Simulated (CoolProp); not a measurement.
Carbon dioxide along the isotherm 143.55 °C: density (kg/m³) from the reference equation and from simpler models built on Tc = 31.0 °C, pc = 7377 kPa, ω = 0.224; each cubic takes its own stable root.

Values from CoolProp's reference Helmholtz-energy equation of state, Span 1996.

```tsv
p (kPa)	phase	reference	ideal gas	Redlich-Kwong	Peng-Robinson
2310	gas	30.43	29.34	30.60	30.58
4610	gas	63.05	58.56	63.79	63.57
6920	gas	98.34	87.90	100.1	99.30
9220	supercritical	136.1	117.1	139.6	137.4
11500	supercritical	176.2	146.1	181.8	177.2
13800	supercritical	219.0	175.3	227.0	219.1
16100	supercritical	263.5	204.5	273.8	261.8
18400	supercritical	308.7	233.7	320.7	304.5
20700	supercritical	353.4	262.9	365.9	346.2
23100	supercritical	398.3	293.4	409.9	388.1
25400	supercritical	438.6	322.6	448.6	426.2
27700	supercritical	475.8	351.9	483.7	461.9
30000	supercritical	509.7	381.1	515.4	495.3
32300	supercritical	540.5	410.3	544.2	526.4
34600	supercritical	568.4	439.5	570.3	555.4
36900	supercritical	593.7	468.7	594.2	582.4
```
